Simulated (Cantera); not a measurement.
# Hydrocarbon pyrolysis for carbon deposition

An isothermal, constant-pressure homogeneous reactor starts with 45.5 % C₂H₆, 54.5 % H₂, at 1850 K and 0.630 Torr.

Detailed kinetics in Cantera: GRI-Mech 3.0 (53 species, 325 reactions). GRI-Mech 3.0 stops at C3 and has no aromatics, soot or wall deposition, so with more carbon than oxygen in the feed, carbon stays in small species such as C2H2 where larger ones or solid carbon would form. Radical loss at walls, strong at low pressure, is not modelled.

```
t (s)       x C₂H₆   x H₂    x C₂H₄       x H     x CH₄    x C₂H
--------  --------  -----  --------  --------  --------  -------
2.00e-5      0.446  0.542   3.07e-6   9.51e-5  0.000172   <1e-12
8.13e-5      0.418  0.532  0.000265  0.000841   0.00261   <1e-12
0.000330     0.300  0.505    0.0140   0.00429    0.0304  5.98e-9
0.00134     0.0408  0.459    0.0869    0.0129     0.173  4.82e-6
0.00546   0.000452  0.561    0.0450   0.00948     0.193  2.28e-5
0.0222    0.000112  0.635    0.0118   0.00447     0.146  1.38e-5
0.0902     2.97e-5  0.679   0.00278   0.00279     0.101  9.09e-6
0.366      7.62e-6  0.716  0.000697   0.00255    0.0550  8.48e-6
1.49       8.99e-7  0.746   8.86e-5   0.00338    0.0162  1.13e-5
6.05       1.18e-8  0.754   6.02e-6   0.00752   0.00128  2.54e-5
24.6      1.34e-11  0.748   2.55e-6    0.0155   3.38e-5  5.27e-5
100       1.58e-12  0.748   2.46e-6    0.0162   1.07e-5  5.49e-5
```
x: mole fraction; the columns are a selection and need not sum to one.

Equilibrium at this temperature and pressure: C₂H₆ 1.55e-12, H₂ 0.748, C₂H₄ 2.46e-6, H 0.0162, CH₄ 1.06e-5, C₂H 5.49e-5 (gas phase only).
